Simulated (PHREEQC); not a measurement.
## Hard or scaling water: an equilibrium model

Consider water at 25 °C with 0.00054 mol/kgw CaSO4, 0.26 mol/kgw Na2SO4 and 0.00072 mol/kgw MgSO4. Closed to the air; pH follows from the charge balance.

All values are PHREEQC results (ion-association model, phreeqc.dat), not measurements.

The ionic strength comes out as 0.623 mol/kgw and the activity of water is 0.988. The specific conductance comes out as 30200 µS/cm and the density is 1.029 g/cm³.

```json
[
 {"species": "Na+", "molality": "0.441", "activity": "0.316", "log γ": "-0.145"},
 {"species": "SO4-2", "molality": "0.181", "activity": "0.0340", "log γ": "-0.726"},
 {"species": "NaSO4-", "molality": "0.0793", "activity": "0.0539", "log γ": "-0.168"},
 {"species": "MgSO4", "molality": "0.000480", "activity": "0.000554", "log γ": "0.062"},
 {"species": "CaSO4", "molality": "0.000307", "activity": "0.000355", "log γ": "0.062"},
 {"species": "Mg+2", "molality": "0.000240", "activity": "6.94e-5", "log γ": "-0.539"},
 {"species": "Ca+2", "molality": "0.000233", "activity": "5.86e-5", "log γ": "-0.598"},
 {"species": "OH-", "molality": "3.03e-7", "activity": "1.87e-7", "log γ": "-0.211"},
 {"species": "HSO4-", "molality": "2.39e-7", "activity": "1.77e-7", "log γ": "-0.130"},
 {"species": "H+", "molality": "7.08e-8", "activity": "5.36e-8", "log γ": "-0.121"},
 {"species": "MgOH+", "molality": "6.56e-9", "activity": "4.65e-9", "log γ": "-0.150"}
]
```

This is a speciation only: nothing precipitates in the calculation. Complexes and solids missing from the database can't appear.
